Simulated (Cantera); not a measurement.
An isothermal, constant-pressure homogeneous reactor starts with CH₄ : N₂ = 1 : 81 (molar parts), at 1700 K and 1330 Pa.

Model: GRI-Mech 3.0 (53 species, 325 reactions), integrated in Cantera. GRI-Mech 3.0 stops at C3 and has no aromatics, soot or wall deposition, so with more carbon than oxygen in the feed, carbon stays in small species such as C2H2 where larger ones or solid carbon would form. Radical loss at walls, strong at low pressure, is not modelled.

**Question.** Predict: x(CH₄) at 200 s; x(CH₃) at 200 s; x(C₂H₂) at 200 s; x(H) at 200 s; x(HCN) at 200 s.

**Answer.** 
```
Quantity                                             Result
----------------  -----------------------------------------
x(CH₄) at 200 s     7.94e-8 (gas-phase equilibrium 8.08e-8)
x(CH₃) at 200 s     1.54e-8 (gas-phase equilibrium 1.57e-8)
x(C₂H₂) at 200 s   0.00600 (gas-phase equilibrium 0.000392)
x(H) at 200 s     0.000172 (gas-phase equilibrium 0.000172)
x(HCN) at 200 s      4.72e-5 (gas-phase equilibrium 0.0113)
```
